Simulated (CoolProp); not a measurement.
Properties of hexamethyldisiloxane (MM) along the isobar 26.1 bar (Tc = 245.6 °C, pc = 19.31 bar, ω = 0.418).

Model: reference Helmholtz-energy equation of state, Thol 2016, in CoolProp.

```json
[
 {"T (°C)": "50.35", "phase": "liquid", "density (kg/m³)": "737.3", "cv (kJ/(kg K))": "1.604", "isothermal compressibility (1/MPa)": "0.002505"},
 {"T (°C)": "61.25", "phase": "liquid", "density (kg/m³)": "725.7", "cv (kJ/(kg K))": "1.631", "isothermal compressibility (1/MPa)": "0.002777"},
 {"T (°C)": "72.15", "phase": "liquid", "density (kg/m³)": "714.0", "cv (kJ/(kg K))": "1.659", "isothermal compressibility (1/MPa)": "0.003091"},
 {"T (°C)": "83.05", "phase": "liquid", "density (kg/m³)": "702.1", "cv (kJ/(kg K))": "1.687", "isothermal compressibility (1/MPa)": "0.003455"},
 {"T (°C)": "93.95", "phase": "liquid", "density (kg/m³)": "689.9", "cv (kJ/(kg K))": "1.714", "isothermal compressibility (1/MPa)": "0.003879"},
 {"T (°C)": "104.85", "phase": "liquid", "density (kg/m³)": "677.4", "cv (kJ/(kg K))": "1.742", "isothermal compressibility (1/MPa)": "0.004379"},
 {"T (°C)": "115.75", "phase": "liquid", "density (kg/m³)": "664.7", "cv (kJ/(kg K))": "1.769", "isothermal compressibility (1/MPa)": "0.004975"},
 {"T (°C)": "126.65", "phase": "liquid", "density (kg/m³)": "651.5", "cv (kJ/(kg K))": "1.797", "isothermal compressibility (1/MPa)": "0.005693"},
 {"T (°C)": "137.55", "phase": "liquid", "density (kg/m³)": "637.9", "cv (kJ/(kg K))": "1.824", "isothermal compressibility (1/MPa)": "0.006570"},
 {"T (°C)": "148.45", "phase": "liquid", "density (kg/m³)": "623.8", "cv (kJ/(kg K))": "1.851", "isothermal compressibility (1/MPa)": "0.007659"},
 {"T (°C)": "159.35", "phase": "liquid", "density (kg/m³)": "609.1", "cv (kJ/(kg K))": "1.877", "isothermal compressibility (1/MPa)": "0.009036"},
 {"T (°C)": "170.25", "phase": "liquid", "density (kg/m³)": "593.6", "cv (kJ/(kg K))": "1.904", "isothermal compressibility (1/MPa)": "0.01082"}
]
```
